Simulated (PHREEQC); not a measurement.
## Buffer (model solution)

Make-up at 45 °C: 0.24 mol H3PO4, 0.0079 mol Na2B4O7 and 0.00026 mol NaCl per kg of water. Closed to the air; pH follows from the charge balance.

Equilibrium calculation in PHREEQC: ion-association model, phreeqc.dat.

No solid was allowed to form.

Predict the pH, ionic strength, specific conductance.

pH 1.57; ionic strength 0.0477 mol/kgw; specific conductance 17400 µS/cm.

In which forms is P present?

H3PO4 80 %, H2PO4- 20 % of the P.

Species that the database lacks are ignored. At this temperature some constants are extrapolated from 25 °C, and those without enthalpy data are left unchanged.
